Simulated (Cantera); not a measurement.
A Cantera script and what it prints.

```python
import numpy as np
import cantera as ct

gas_names = [...]  # 47 gases of nasa_gas.yaml made of Ca, F, H, N, O
cond_names = """
    Ca(a) Ca(b) Ca(L) CaF2(a) CaF2(b) CaF2(L) CaO(s) CaO(L) CaO2H2(s) H2O(s) H2O(L)
""".split()


# ... load() reads the species with a 1 bar reference pressure and builds the phases ...
atoms = {
    'CaO': {'Ca': 1, 'O': 1},
    'HF': {'H': 1, 'F': 1},
    'N2': {'N': 2},
}
top_T = {}  # K; cautious upper limits of use, not melting points


# ... equilibrate(T, P, feed) seeds the gas with the atoms and calls Mixture.equilibrate('TP', solver="vcs", rtol=1e-11, max_steps=5000) ...
results = []
T = 1173  # K
P = 17000  # Pa
for m in [1.2, 3, 4.9, 6.7, 8.6, 10, 12, 14, 16, 18, 20]:
    feed = {'CaO': 1, 'HF': m, 'N2': 8.5}  # mol
    mix = equilibrate(T, P, feed)
    results.append((T, P, feed, dict(zip(mix.species_names, mix.species_moles))))
    x = sorted(zip(gas.X, gas.species_names), reverse=True)
    print(f"T = {T:g} K  P = {P:g} Pa  n(HF) = {m:g} mol  gas = {mix.phase_moles(0):.4g} mol")
    print("   x: " + "  ".join(f"{s} {v:.3e}" for v, s in x if v > 1e-06))
    print("   condensed (mol): " + ("  ".join(f"{mix.phase(i).name} {mix.phase_moles(i):.4g}"
          for i in range(1, mix.n_phases) if mix.phase_moles(i) > 1e-12) or "none"))
```

It prints:

```
T = 1173 K  P = 17000 Pa  n(HF) = 1.2 mol  gas = 9.102 mol
   x: N2 9.339e-01  H2O 6.569e-02  HF 4.508e-04  H2 1.498e-06
   condensed (mol): CaF2(a) 0.5979  CaO(s) 0.4021
T = 1173 K  P = 17000 Pa  n(HF) = 3 mol  gas = 10.5 mol
   x: N2 8.095e-01  HF 9.524e-02  H2O 9.524e-02  H2 1.895e-06
   condensed (mol): CaF2(a) 1
T = 1173 K  P = 17000 Pa  n(HF) = 4.9 mol  gas = 12.4 mol
   x: N2 6.855e-01  HF 2.339e-01  H2O 8.064e-02  H2 1.693e-06
   condensed (mol): CaF2(a) 1
T = 1173 K  P = 17000 Pa  n(HF) = 6.7 mol  gas = 14.2 mol
   x: N2 5.986e-01  HF 3.310e-01  H2O 7.042e-02  H2 1.545e-06
   condensed (mol): CaF2(a) 1
T = 1173 K  P = 17000 Pa  n(HF) = 8.6 mol  gas = 16.1 mol
   x: N2 5.280e-01  HF 4.099e-01  H2O 6.211e-02  H2 1.419e-06
   condensed (mol): CaF2(a) 1
T = 1173 K  P = 17000 Pa  n(HF) = 10 mol  gas = 17.5 mol
   x: N2 4.857e-01  HF 4.571e-01  H2O 5.714e-02  H2 1.342e-06
   condensed (mol): CaF2(a) 1
T = 1173 K  P = 17000 Pa  n(HF) = 12 mol  gas = 19.5 mol
   x: HF 5.128e-01  N2 4.359e-01  H2O 5.128e-02  H2 1.247e-06  H2F2 1.059e-06
   condensed (mol): CaF2(a) 1
T = 1173 K  P = 17000 Pa  n(HF) = 14 mol  gas = 21.5 mol
   x: HF 5.581e-01  N2 3.953e-01  H2O 4.651e-02  H2F2 1.254e-06  H2 1.168e-06
   condensed (mol): CaF2(a) 1
T = 1173 K  P = 17000 Pa  n(HF) = 16 mol  gas = 23.5 mol
   x: HF 5.957e-01  N2 3.617e-01  H2O 4.255e-02  H2F2 1.429e-06  H2 1.099e-06
   condensed (mol): CaF2(a) 1
T = 1173 K  P = 17000 Pa  n(HF) = 18 mol  gas = 25.5 mol
   x: HF 6.274e-01  N2 3.333e-01  H2O 3.921e-02  H2F2 1.585e-06  H2 1.041e-06
   condensed (mol): CaF2(a) 1
T = 1173 K  P = 17000 Pa  n(HF) = 20 mol  gas = 27.5 mol
   x: HF 6.545e-01  N2 3.091e-01  H2O 3.636e-02  H2F2 1.725e-06
   condensed (mol): CaF2(a) 1
```

Equilibrium computed with Cantera from the NASA thermochemical tables; the gas is ideal and each condensed phase is pure. Mutual solubility and eutectic melting of coexisting phases are not modelled.
